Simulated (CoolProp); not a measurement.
CHF3 (R23) along the isotherm 307.1 K: density (kg/m³) from the reference equation and from simpler models built on Tc = 299.3 K, pc = 4.832 MPa, ω = 0.263; each cubic takes its own stable root.

Model: reference Helmholtz-energy equation of state, Penoncello 2003, in CoolProp.

| p (MPa) | phase | reference | ideal gas | van der Waals | Redlich-Kwong | Soave-Redlich-Kwong | Peng-Robinson |
|---|---|---|---|---|---|---|---|
| 0.725 | gas | 20.95 | 19.88 | 20.78 | 20.90 | 20.89 | 21.01 |
| 1.45 | gas | 44.48 | 39.76 | 43.71 | 44.23 | 44.16 | 44.70 |
| 2.17 | gas | ___ | 59.50 | 69.31 | 70.61 | 70.40 | 71.74 |
| 2.9 | gas | 103.4 | 79.52 | 99.40 | ___ | 101.5 | 104.2 |
| 3.62 | gas | 142.7 | 99.26 | 135.5 | ___ | 138.8 | 143.7 |
| 4.35 | gas | 196.6 | 119.3 | ___ | ___ | ___ | 197.3 |
| 5.07 | supercritical | 284.1 | 139.0 | 272.5 | 276.6 | 265.5 | 281.0 |
| 5.8 | supercritical | 542.0 | 159.0 | 467.7 | 490.5 | 444.1 | 475.2 |
| 6.52 | supercritical | 726.9 | 178.8 | 520.3 | 585.6 | 560.7 | 610.8 |
| 7.25 | supercritical | 792.9 | 198.8 | 551.2 | 636.2 | 617.7 | 677.3 |

Problem. Some entries are withheld; supply them.

Solution. 
- 2.17, reference: 71.27
- 2.9, Redlich-Kwong: 102.0
- 3.62, Redlich-Kwong: 140.0
- 4.35, van der Waals: 184.6
- 4.35, Redlich-Kwong: 191.6
- 4.35, Soave-Redlich-Kwong: 188.6
